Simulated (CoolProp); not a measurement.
The fluid at 293.15 K and 0.524 MPa is throttled through a valve to 0.0415 MPa with no heat exchange. The same conditions are run with several fluids, on thermodynamics alone (safety and materials aside).

Model: reference Helmholtz-energy equation of state of each fluid (R404A: Lemmon 2003; R507A: Lemmon 2003; R13: Platzer 1990; R407C: Lemmon 2003; hydrogen chloride: Thol 2018), in CoolProp. The equations of Platzer and Polt are older, rougher fits. Blends and air are pseudo-pure fits.

| fluid | temperature change (K) | final density (kg/m³) |
|---|---|---|
| R404A | -9.6 | 1.73 |
| R507A | -9.4 | 1.75 |
| R13 | -5.9 | 1.82 |
| R407C | -11.6 | 1.54 |
| hydrogen chloride | -8.2 | 0.640 |
